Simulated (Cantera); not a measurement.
## Equilibrium for hydrogen reduction and annealing atmospheres: V₂O₃ + H₂ + H₂O

Input: 1 mol V₂O₃, 1300 mol H₂, 0.41 mol H₂O, equilibrated at 1.60 mbar.

Method: chemical equilibrium by Gibbs-energy minimisation in Cantera with the NASA 1993 tables (ideal gas, pure condensed phases). Candidate condensed phases: H₂O, V, VO, V₂O₃, V₂O₄, V₂O₅; 12 gas species. Mutual solubility and eutectic melting of coexisting phases are not modelled. VO: taken at fixed stoichiometry. Condensed phases not in the tables: the oxides between V₂O₃ and V₂O₅ other than VO₂. Kinetics and transport are ignored.

From 700 °C to 850 °C the condensed part is V₂O₃(s). From 900 °C to 1000 °C the condensed part is VO(s) + V₂O₃(s). From 1050 °C to 1100 °C the condensed part is VO(s).

```csv
T (°C),log p H₂,log p H₂O,log p H,log p VO₂,log p OH,n V₂O₃(s),n VO(s)
700,-2.80,-6.30,-10.36,<-14,<-14,1.00,0
750,-2.80,-6.30,-9.78,<-14,<-14,1.00,0
800,-2.80,-6.30,-9.25,<-14,<-14,1.00,0
850,-2.80,-6.30,-8.77,<-14,-14.56,1.00,0
900,-2.80,-6.25,-8.33,-14.58,-13.94,0.950,0.100
950,-2.80,-6.06,-7.92,-13.60,-13.23,0.696,0.607
1000,-2.80,-5.88,-7.54,-12.71,-12.57,0.341,1.32
1050,-2.80,-5.76,-7.20,-11.92,-12.00,0,2.00
1100,-2.80,-5.76,-6.88,-11.31,-11.59,0,2.00
```
log p: log10 of the partial pressure in bar; n: condensed amount in mol.
